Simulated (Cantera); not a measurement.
# Al(CH3)3 + O2 + N2 (aluminium nitride and oxide growth)

A closed system holds: 1 mol Al(CH3)3, 0.35 mol O2, 670 mol N2, held at 3100 Pa.

These are equilibrium values from Cantera (NASA tables, ideal gas, pure condensed phases), not measurements of a reactor. Candidate condensed phases: Al, AlN, Al2O3, C, C6H6, C7H8, C8H18, H2O; 148 gas species. The feed counts by its element totals alone. Mutual solubility and eutectic melting of coexisting phases are not modelled. Condensed phases not in the tables: aluminium oxynitride. Equilibrium is a limit: real reactors are often held back by kinetics, nucleation or transport.

At 1100 K the condensed part is AlN(s) + Al2O3(s) + C(graphite). From 1200 K to 1900 K the condensed part is AlN(s) + C(graphite). From 2000 K to 2200 K the condensed part is C(graphite).

| T (K) | x N2 | x H2 | x H | x HCN | x Al | x CO | x HNC | x CN | n AlN(s) | n Al2O3(s) | n C(graphite) |
|---|---|---|---|---|---|---|---|---|---|---|---|
| 1100 | 0.993 | 0.00667 | 1.20e-8 | 1.81e-6 | <1e-12 | 0.000176 | 5.19e-9 | <1e-12 | 0.612 | 0.194 | 2.88 |
| 1200 | 0.992 | 0.00667 | 9.15e-8 | 6.06e-6 | <1e-12 | 0.00104 | 3.03e-8 | <1e-12 | 1.00 | 0 | 2.30 |
| 1300 | 0.992 | 0.00666 | 5.13e-7 | 1.68e-5 | 4.33e-12 | 0.00104 | 1.34e-7 | 2.33e-12 | 1.00 | 0 | 2.29 |
| 1400 | 0.992 | 0.00665 | 2.25e-6 | 4.03e-5 | 2.95e-10 | 0.00104 | 4.80e-7 | 4.21e-11 | 1.00 | 0 | 2.27 |
| 1500 | 0.992 | 0.00662 | 8.14e-6 | 8.57e-5 | 1.14e-8 | 0.00104 | 1.45e-6 | 5.15e-10 | 1.000 | 0 | 2.24 |
| 1600 | 0.992 | 0.00657 | 2.50e-5 | 0.000165 | 2.76e-7 | 0.00104 | 3.78e-6 | 4.59e-9 | 1.000 | 0 | 2.19 |
| 1700 | 0.992 | 0.00648 | 6.74e-5 | 0.000294 | 4.58e-6 | 0.00104 | 8.79e-6 | 3.16e-8 | 0.997 | 0 | 2.10 |
| 1800 | 0.992 | 0.00633 | 0.000162 | 0.000487 | 5.53e-5 | 0.00104 | 1.85e-5 | 1.75e-7 | 0.962 | 0 | 1.96 |
| 1900 | 0.991 | 0.00609 | 0.000352 | 0.000757 | 0.000512 | 0.00104 | 3.55e-5 | 8.07e-7 | 0.653 | 0 | 1.76 |
| 2000 | 0.990 | 0.00571 | 0.000698 | 0.00111 | 0.00147 | 0.00103 | 6.30e-5 | 3.19e-6 | 0 | 0 | 1.50 |
| 2100 | 0.989 | 0.00518 | 0.00127 | 0.00154 | 0.00147 | 0.00103 | 0.000104 | 1.10e-5 | 0 | 0 | 1.17 |
| 2200 | 0.989 | 0.00448 | 0.00214 | 0.00201 | 0.00147 | 0.00103 | 0.000158 | 3.41e-5 | 0 | 0 | 0.782 |
x: gas mole fraction; n: condensed amount in mol.
